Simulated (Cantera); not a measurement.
A closed system holds: 1 mol C2H6, 0.12 mol CO2, equilibrated at 75.0 Torr.

Cantera equilibrium calculation (NASA polynomials, part measured and part estimated; ideal gas, pure solids and liquids). Candidate condensed phases: C, C6H6, C7H8, C8H18, H2O; 110 gas species. The numbers say what is thermodynamically allowed, not how fast it happens.

x: gas mole fraction; n: condensed amount in mol.

```
T (°C)   x H2      x H    x CO  x C2H2 (acetylene)  n C(graphite)
------  -----  -------  ------  ------------------  -------------
1525    0.925  0.00107  0.0740            0.000160           1.88
1625    0.923        …  0.0740                   …           1.88
1725    0.920  0.00487  0.0739            0.000698           1.88
1825    0.916  0.00931  0.0737             0.00131           1.87
1925    0.907   0.0168  0.0735             0.00230           1.86
2025    0.894   0.0286  0.0730             0.00383           1.85
2125    0.875   0.0466  0.0723             0.00604           1.84
2225    0.847        …  0.0714                   …           1.82
2325    0.808    0.108  0.0701              0.0130           1.79
2425    0.758    0.155  0.0683              0.0177           1.75
```

**Question.** Fill in the missing entries.

**Answer.** 
- 1625, x H: 0.00238
- 1625, x C2H2 (acetylene): 0.000347
- 2225, x H: 0.0725
- 2225, x C2H2 (acetylene): 0.00908
